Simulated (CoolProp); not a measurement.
A simple Rankine cycle with cis-2-butene: condensing at 302.15 K, boiler at 2.14 MPa, turbine inlet 434.9 K, turbine efficiency 0.8, pump efficiency 0.8, no recuperator. Each further row changes one setting.

Values from CoolProp's reference Helmholtz-energy equation of state, Lemmon 2005. It is a short technical equation, of lower accuracy than the large ones.

```
case                             thermal efficiency (%)  net work (kJ/kg)  heat in (kJ/kg)  turbine exit temperature (K)  volume ratio over the turbine
-------------------------------  ----------------------  ----------------  ---------------  ----------------------------  -----------------------------
as stated                                          15.0              86.4              578                         364.5                           8.98
turbine inlet 454.9 K                              14.9              93.3              624                         386.5                           8.77
condensing temperature 294.15 K                    16.2              96.6              596                         357.7                           11.5
boiler pressure 1.5 MPa                            13.0              77.3              595                         379.3                           6.05
turbine efficiency 0.7                             13.0              75.1              578                         371.0                           9.16
```
